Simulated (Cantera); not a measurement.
Cantera run:

```python
import numpy as np
import cantera as ct

gas_names = """
    C CH CH2 CH3 CH2OH CH3O CH4 CH3OH CN CO CO2 COOH C2 C2H CHCO,ketyl C2H2,acetylene C2H2,vinylidene
    CH2CO,ketene C2H3,vinyl CH3CN CH3CO,acetyl C2H4 C2H4O,ethylen CH3CHO,ethanal CH3COOH (HCOOH)2 C2H5
    C2H6 CH3OCH3 C2H5OH CCN CNC C2N2 C2O C3 C3H3,propargyl C3H4,allene C3H4,propyne C3H4,cyclo-
    C3H5,allyl C3H6,propylene C3H6,cyclo- C3H6O C3H7,n-propyl C3H7,i-propyl C3H8 C3H8O,1propanol
    C3H8O,2propanol C3O2 C4 C4H2 C4H4,1,3-cyclo- C4H6,butadiene C4H6,2-butyne C4H6,cyclo- C4H8,1-butene
    C4H8,cis2-buten C4H8,tr2-butene C4H8,isobutene C4H8,cyclo- (CH3COOH)2 C4H9,n-butyl C4H9,i-butyl
    C4H9,s-butyl C4H9,t-butyl C4H10,isobutane C4H10,n-butane C4N2 C5 C5H6,1,3cyclo- C5H8,cyclo-
    C5H10,1-pentene C5H10,cyclo- C5H11,pentyl C5H11,t-pentyl C5H12,n-pentane C5H12,i-pentane
    CH3C(CH3)2CH3 C6H2 C6H5,phenyl C6H5O,phenoxy C6H6 C6H5OH,phenol C6H10,cyclo- C6H12,1-hexene
    C6H12,cyclo- C6H13,n-hexyl C7H7,benzyl C7H8 C7H8O,cresol C7H14,1-heptene C7H15,n-heptyl
    C7H16,n-heptane C8H8,styrene C8H10,ethylbenz C8H16,1-octene C8H17,n-octyl C8H18,isooctane
    C8H18,n-octane C9H19,n-nonyl C10H8,naphthale C10H21,n-decyl C12H9,o-bipheny C12H10,bipheny H HCN HCO
    HCCN HNC HNCO HNO HNO2 HNO3 HO2 H2 HCHO,formaldehy HCOOH H2O H2O2 N NCO NH NH2 NH3 NH2OH NO NO2 NO3
    N2 N2H2 N2H4 N2O O OH O2 O3 Si SiC SiC2 SiC4H12 SiH SiH2 SiH3 SiH4 SiN SiO SiO2 Si2 Si2C Si2N Si3
""".split()
cond_names = """
    C(gr) C6H6(L) C7H8(L) C8H18(L),n-octa H2O(s) H2O(L) Si(cr) Si(L) SiC(b) SiO2(Lqz) SiO2(hqz) SiO2(L)
    Si2N2O(s) Si3N4(a)
""".split()


def load(file, names, dense=False):
    # The tables refer to 1 bar. Condensed volumes are neglected.
    table = {s.name: s for s in ct.Species.list_from_file(file)}
    out = []
    for n in names:
        d = dict(table[n].input_data)
        d["thermo"] = dict(d["thermo"], **{"reference-pressure": 1e5})
        if dense:
            d["equation-of-state"] = {"model": "constant-volume", "density": "1e6 g/cm^3"}
        out.append(ct.Species.from_dict(d))
    return out


gas = ct.Solution(thermo="ideal-gas", species=load("nasa_gas.yaml", gas_names))
cond = {s.name: ct.Solution(thermo="fixed-stoichiometry", species=[s], name=s.name)
        for s in load("nasa_condensed.yaml", cond_names, dense=True)}
atoms = {
    'SiH4': {'Si': 1, 'H': 4},
    'NO': {'N': 1, 'O': 1},
    'H2': {'H': 2},
    'CO2': {'C': 1, 'O': 2},
}
top_T = {'C(gr)': 4500, 'SiC(b)': 3050, 'Si2N2O(s)': 2100, 'Si3N4(a)': 2400}  # K; cautious upper limits of use, not melting points


def equilibrate(T, P, feed):
    n = {}
    for name, mol in feed.items():
        for a, k in atoms[name].items():
            n[a] = n.get(a, 0.0) + k * mol
    gas.TPX = T, P, n
    mass = sum(n.values()) * gas.mean_molecular_weight
    gas.equilibrate("TP")
    valid = [c for c in cond.values() if c.min_temp <= T <= top_T.get(c.name, c.max_temp)]
    mix = ct.Mixture([(gas, mass / gas.mean_molecular_weight)] + [(c, 0.0) for c in valid])
    mix.T, mix.P = T, P
    mix.equilibrate("TP", solver="vcs", rtol=1e-11, max_steps=5000)
    return mix


results = []
feed = {'SiH4': 1, 'NO': 0.14, 'H2': 7.4, 'CO2': 0.14}  # mol
P = 61000  # Pa
for T in [798, 898, 998, 1098, 1198, 1298, 1398, 1498, 1598, 1698, 1798]:
    mix = equilibrate(T, P, feed)
    results.append((T, P, feed, dict(zip(mix.species_names, mix.species_moles))))

top = {s: max(r[3][s] / sum(r[3][g] for g in gas_names) for r in results) for s in gas_names}
cols = sorted((s for s in top if top[s] > 1e-06), key=lambda s: -top[s])[:7]
seen = [c for c in cond_names if any(r[3].get(c, 0) > 1e-12 for r in results)]
print("log10 of partial pressures in bar; condensed amounts in mol")
print(f"{'T/K':>10s}" + "".join(f"{s[:9]:>10s}" for s in cols + seen))
for T, P, feed, n in results:
    ng = sum(n[g] for g in gas_names)
    print(f"{T:10.4g}" + "".join(f"{np.log10(max(n[s] / ng * P / 1e5, 1e-99)):10.3f}" for s in cols)
          + "".join(f"{n.get(c, 0):10.4g}" for c in seen))
```

Output:

```
log10 of partial pressures in bar; condensed amounts in mol
       T/K        H2       SiO        CO         H        N2       CH4      SiH2    Si(cr)     Si(L)    SiC(b) SiO2(Lqz) SiO2(hqz)   SiO2(L) Si2N2O(s)
       798    -0.215   -13.893   -17.503   -11.682   -22.030    -4.662   -13.438    0.5453         0    0.1397     0.175         0         0      0.07
       898    -0.215   -11.347   -14.475   -10.068   -18.460    -4.766   -11.676    0.5453         0    0.1397         0     0.175         0      0.07
       998    -0.215    -9.320   -12.061    -8.775   -15.610    -4.857   -10.268    0.5452         0    0.1398         0     0.175         0      0.07
      1098    -0.215    -7.667   -10.091    -7.714   -13.285    -4.935    -9.116    0.5452         0    0.1398         0     0.175         0      0.07
      1198    -0.215    -6.296    -8.454    -6.828   -11.352    -5.003    -8.157    0.5451         0    0.1398         0     0.175         0      0.07
      1298    -0.215    -5.140    -7.072    -6.077    -9.722    -5.061    -7.346    0.5451         0    0.1399         0    0.1749         0      0.07
      1398    -0.215    -4.153    -5.892    -5.432    -8.328    -5.112    -6.652    0.5446         0    0.1399         0    0.1744         0      0.07
      1498    -0.215    -3.301    -4.872    -4.872    -7.124    -5.157    -6.051    0.5416         0    0.1397         0     0.171         0      0.07
      1598    -0.217    -2.560    -3.982    -4.382    -6.073    -5.198    -5.527    0.5262         0    0.1383         0    0.1528         0   0.06999
      1698    -0.224    -1.912    -3.188    -3.952    -5.137    -5.239    -5.079         0    0.4641    0.1297         0         0   0.07342   0.06988
      1798    -0.231    -1.700    -2.687    -3.569    -3.867    -5.195    -4.761         0     0.438     0.107         0         0         0   0.06782
```

Equilibrium computed with Cantera from the NASA thermochemical tables; the gas is ideal and each condensed phase is pure. Each liquid is taken as pure. Mutual solubility and eutectic melting of coexisting phases are not modelled. The tables hold silica as quartz up to 1696 K and as liquid above; real silica turns to tridymite and cristobalite and melts near 1996 K. Gases not in the tables: Si2H6 and higher silanes.
